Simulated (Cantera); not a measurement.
A perfectly stirred reactor is fed with CH₄ : C₂H₆ : C₃H₈ : O₂ : N₂ = 1 : 0.23 : 0.21 : 8.2 : 59.1 (molar parts), at 10.9 atm; it is adiabatic with a 575 K inlet, and is followed from long to short residence time, starting on the burning branch (τ in s: 0.39, 0.13, 0.044, 0.015, 0.005, 0.0017, 0.00057, 0.00019, 6.5e-05).

Computed with Cantera and GRI-Mech 3.0 (53 species, 325 reactions). GRI-Mech 3.0 was tuned for natural gas; its chemistry of propane as a main component is partial and can be far from experiment.

What does this change do: O2 8.2 to 11 parts?


```json
[
 {"quantity": "blow-out, bracketed by the residence times tried", "before": "burning at 44.0 ms, out at 15.0 ms", "after": "burning at 0.130 s, out at 44.0 ms"},
 {"quantity": "x(CH₄) at τ = 0.390 s", "before": "9.30e-5", "after": "0.000126"},
 {"quantity": "x(C₂H₆) at τ = 0.390 s", "before": "5.20e-6", "after": "7.22e-6"},
 {"quantity": "x(C₃H₈) at τ = 0.390 s", "before": "4.69e-6", "after": "6.56e-6"},
 {"quantity": "x(NO) at τ = 0.390 s", "before": "1.06e-8", "after": "3.42e-9"},
 {"quantity": "x(CH₂O) at τ = 0.390 s", "before": "1.29e-5", "after": "1.78e-5"},
 {"quantity": "x(CH₄) at τ = 5.00 ms", "before": "0.0145", "after": "0.0140"},
 {"quantity": "x(C₂H₆) at τ = 5.00 ms", "before": "0.00335", "after": "0.00321"},
 {"quantity": "x(C₃H₈) at τ = 5.00 ms", "before": "0.00305", "after": "0.00294"},
 {"quantity": "x(NO) at τ = 5.00 ms", "before": "<1e-12", "after": "<1e-12"},
 {"quantity": "x(CH₂O) at τ = 5.00 ms", "before": "<1e-12", "after": "<1e-12"}
]
```

What does this change do: 0.96 parts H2 added?


```
quantity                                                                      before                               after
------------------------------------------------  ----------------------------------  ----------------------------------
blow-out, bracketed by the residence times tried  burning at 44.0 ms, out at 15.0 ms  burning at 15.0 ms, out at 5.00 ms
x(CH₄) at τ = 0.390 s                                                        9.30e-5                             2.57e-5
x(C₂H₆) at τ = 0.390 s                                                       5.20e-6                             1.26e-6
x(C₃H₈) at τ = 0.390 s                                                       4.69e-6                             1.18e-6
x(NO) at τ = 0.390 s                                                         1.06e-8                             5.86e-8
x(CH₂O) at τ = 0.390 s                                                       1.29e-5                             3.07e-6
x(CH₄) at τ = 5.00 ms                                                         0.0145                              0.0143
x(C₂H₆) at τ = 5.00 ms                                                       0.00335                             0.00330
x(C₃H₈) at τ = 5.00 ms                                                       0.00305                             0.00301
x(NO) at τ = 5.00 ms                                                          <1e-12                              <1e-12
x(CH₂O) at τ = 5.00 ms                                                        <1e-12                              <1e-12
```
